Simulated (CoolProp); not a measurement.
Vapour-liquid equilibrium of R22 (1) + R11 (2) at 275.6 K; x and y are mole fractions of (1).

Computed with CoolProp (multi-fluid Helmholtz-energy mixture model, Kamei 1995 and Jacobsen 1992; pair parameters Bell 2016).

| x | bubble pressure, mixture model (MPa) | bubble pressure, Raoult's law (MPa) | y, mixture model | y, Raoult's law |
|---|---|---|---|---|
| 0.05 | 0.08419 | 0.06932 | 0.488 | 0.389 |
| 0.15 | 0.1525 | 0.1188 | 0.737 | 0.681 |
| 0.25 | 0.2095 | 0.1682 | 0.823 | 0.801 |
| 0.35 | 0.2587 | 0.2176 | 0.869 | 0.867 |
| 0.45 | 0.3027 | 0.2670 | 0.899 | 0.908 |
| 0.55 | 0.3439 | 0.3165 | 0.921 | 0.937 |
| 0.65 | 0.3841 | 0.3659 | 0.940 | 0.957 |
| 0.75 | 0.4249 | 0.4153 | 0.958 | 0.973 |
| 0.85 | 0.4678 | 0.4648 | 0.974 | 0.986 |
| 0.95 | 0.5141 | 0.5142 | 0.991 | 0.996 |

The largest gap from Raoult's law is +28.4 % in bubble pressure, at x = 0.15. No azeotrope shows between x = 0.05 and 0.95.

Pair parameters are fitted to limited data, so mixtures are less certain than the pure fluids.
